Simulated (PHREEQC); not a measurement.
A solution holds 0.065 mol/kgw HNO3 and 0.24 mol/kgw CuSO4, at 25 °C. Closed to the air; pH follows from the charge balance.

All values are PHREEQC results (ion-association model, phreeqc.dat), not measurements.

This is a speciation only: nothing precipitates in the calculation.

Predict the pH, activity of water.

pH 1.76; activity of water 0.992.

In which forms is S present?

CuSO4 45 %, SO4-2 37 %, HSO4- 18 % of the S.

Species that the database lacks are ignored.
